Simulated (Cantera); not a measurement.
## Thermodynamics of boron, boron nitride and boron oxide, feed B2H6 + N2

Feed: 1 mol B2H6, 1.8 mol N2.

Equilibrium computed with Cantera from the NASA thermochemical tables; the gas is ideal and each condensed phase is pure. Candidate condensed phases: B, BN; 15 gas species. The feed counts by its element totals alone. N2 is the only nitrogen source here; it is nearly inert below about 1500 K, so the nitride shown seldom forms there in practice. Mutual solubility and eutectic melting of coexisting phases are not modelled. Kinetics and transport are ignored.

Question: Map the stable condensed phases over T = 850, 950, 1050, 1150, 1250, 1350, 1450, 1550, 1650, 1750, 1850 °C and P in Pa = 10, 28, 77, 220, 600, 1700, 4600, 13000, 36000, 100000.

Answer: 
```
T in °C \ P in Pa
             10     28     77    220    600   1700   4600  13000  36000 100000
   1850       A      A      A      B      C      C      C      C      C      C
   1750       A      A      B      C      C      C      C      C      C      C
   1650       B      C      C      C      C      C      C      C      C      C
   1550       C      C      C      C      C      C      C      C      C      C
   1450       C      C      C      C      C      C      C      C      C      C
   1350       C      C      C      C      C      C      C      C      C      C
   1250       C      C      C      C      C      C      C      C      C      C
   1150       C      C      C      C      C      C      C      C      C      C
   1050       C      C      C      C      C      C      C      C      C      C
    950       C      C      C      C      C      C      C      C      C      C
    850       C      C      C      C      C      C      C      C      C      C
```
A: B; B: B + BN; C: BN.
